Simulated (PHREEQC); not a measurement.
Solution (79 °C): 0.064 mol CaCl2, 6.7e-05 mol Na2SO4 and 0.2 mol NaCl per kg of water. Closed to the air; pH follows from the charge balance.

The numbers come from PHREEQC with the Pitzer model, pitzer.dat.

| quantity | before | after |
|---|---|---|
| pH | 6.23 | 1.32 |
| HSO4- (mol/kgw) | 2.40e-9 | 5.57e-5 |
| SI of Halite (NaCl) | -3.14 | -3.20 |
| SI of Thenardite (Na2SO4) | -6.37 | -6.88 |

Q: Name the change that produced these shifts.
(A) CaCl2 replaced by HCl at the same molality
(B) CaCl2 from 0.064 to 0.0064 mol/kgw
(C) diluted 100-fold with water
(D) Na2SO4 from 6.7e-05 to 7.37e-05 mol/kgw

A: A, CaCl2 replaced by HCl at the same molality

No solid was allowed to form. At this temperature some constants are extrapolated from 25 °C, and those without enthalpy data are left unchanged.
